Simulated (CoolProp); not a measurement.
Values from CoolProp's reference Helmholtz-energy equation of state, Span 2000.

Give the vapour pressure (kPa), liquid viscosity (µPa s), liquid conductivity (mW/(m K)) of saturated nitrogen at 81.4 K.


| T (K) | p (kPa) | liquid viscosity (µPa s) | liquid conductivity (mW/(m K)) |
|---|---|---|---|
| 81.4 | 159 | 138 | 137 |

Viscosity comes from a separate model (Lemmon 2004). Thermal conductivity comes from a separate model (Lemmon 2004).
